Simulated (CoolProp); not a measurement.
Properties of normal hydrogen along the isobar 1.66 MPa.

The numbers come from the reference Helmholtz-energy equation of state, Leachman 2009 in CoolProp.

```tsv
T (°C)	phase	Z	speed of sound (m/s)	isothermal compressibility (1/MPa)	conductivity (mW/(m K))	Prandtl number	fugacity coefficient
-242.05	liquid	0.2297	799.1	0.08820	97.8	1.41	0.4576
-222.65	supercritical	0.8701	577.8	0.6904	47.2	0.780	0.8786
-203.25	supercritical	0.9614	696.2	0.6239	56.2	0.693	0.9605
-183.85	supercritical	0.9903	782.7	0.6068	66.6	0.679	0.9893
-164.45	supercritical	1.002	852.3	0.6003	78.0	0.680	1.001
-145.05	supercritical	1.007	912.9	0.5975	90.2	0.682	1.007
-125.65	supercritical	1.010	968.5	0.5962	103	0.683	1.010
-106.25	supercritical	1.011	1021	0.5957	115	0.683	1.011
-86.85	supercritical	1.011	1071	0.5955	127	0.682	1.011
-67.45	supercritical	1.011	1119	0.5956	139	0.682	1.011
-48.05	supercritical	1.011	1165	0.5957	150	0.682	1.011
```

Viscosity comes from a separate model (Muzny 2013). Thermal conductivity comes from a separate model (Assael 2011).
